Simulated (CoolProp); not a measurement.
Vapour-liquid equilibrium of ethane (1) + C2F6 (R116) (2) at 252 K; x and y are mole fractions of (1).

The numbers come from the multi-fluid Helmholtz-energy mixture model, Bücker 2006 and Lemmon 2006; pair parameters Bell 2016 in CoolProp.

```
x     bubble pressure (MPa)  y at the bubble point  dew pressure at overall composition x (MPa)  liquid density (mol/L)
----  ---------------------  ---------------------  -------------------------------------------  ----------------------
0.05                  1.104                  0.107                                        1.052                   9.553
0.2                   1.353                  0.339                                        1.195                   9.896
0.35                      ?                  0.482                                        1.366                       ?
0.5                   1.625                      ?                                        1.549                   10.87
0.65                  1.660                  0.657                                        1.659                   11.67
0.8                       ?                  0.745                                        1.588                   12.78
0.95                  1.482                      ?                                        1.431                   14.23
```

Problem. What belongs in the gaps?

Solution. 
- 0.35, bubble pressure (MPa): 1.528
- 0.35, liquid density (mol/L): 10.31
- 0.5, y at the bubble point: 0.578
- 0.8, bubble pressure (MPa): 1.631
- 0.95, y at the bubble point: 0.903

y crosses x between x = 0.65 and 0.8: the model has an azeotrope there.

Pair parameters are fitted to limited data, so mixtures are less certain than the pure fluids.
